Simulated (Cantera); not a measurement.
Feed: 1 mol CH₃Cl, 0.011 mol Si, held at 1602 °C and 13300 Pa.

Equilibrium computed with Cantera from the NASA thermochemical tables; the gas is ideal and each condensed phase is pure. Candidate condensed phases: C, C₆H₆, C₇H₈, C₈H₁₈, Si, SiC; 109 gas species. The tables' values for SiCl₃ are old estimates; treat these amounts as uncertain. Kinetics and transport are ignored.

Base state: H₂ 0.505, HCl 0.487, SiCl₂ 0.00496, H 0.00128, Cl 0.000932, SiCl₃ 0.000457, C₂H₂ (acetylene) 0.000160, SiCl₄ 5.93e-5 (mole fractions); condensed: C(graphite).

**Question.** What changes in the equilibrium state with this change: Si from 0.011 to 0.13 mol?

**Answer.** 
```
species             before     after
----------------  --------  --------
H₂                   0.505     0.536
HCl                  0.487     0.427
SiCl₂              0.00496    0.0318
SiCl               3.63e-6   2.73e-5
SiHCl₃             1.84e-5  0.000103
SiCl₃             0.000457   0.00249
SiCl₄              5.93e-5  0.000275
C(graphite), mol     0.999     0.939
SiC(s), mol              0    0.0606
```
The tables' values for SiCl₃, SiCl are old estimates; treat these amounts as uncertain.

**Question.** What changes in the equilibrium state with this change: CH₃Cl replaced by CF₄?

**Answer.** 
| species | before | after |
|---|---|---|
| CF₄ | 0 | 0.976 |
| SiF₄ | 0 | 0.0109 |
| CF₂ | 0 | 0.00998 |
| H₂ | 0.505 | 0 |
| HCl | 0.487 | 0 |
| SiCl₂ | 0.00496 | 0 |
| CF₃ | 0 | 0.00191 |
| C(graphite), mol | 0.999 | 0.00585 |
Gases not in the tables: C₂F₆ and larger saturated fluorocarbons.

**Question.** What changes in the equilibrium state with this change: Si from 0.011 to 0.19 mol?

**Answer.** 
```tsv
species	before	after
H₂	0.505	0.536
HCl	0.487	0.427
SiCl₂	0.00496	0.0318
SiCl	3.63e-6	2.73e-5
SiHCl₃	1.84e-5	0.000103
C(graphite), mol	0.999	0.879
SiC(s), mol	0	0.121
```
The tables' values for SiCl₃, SiCl are old estimates; treat these amounts as uncertain.
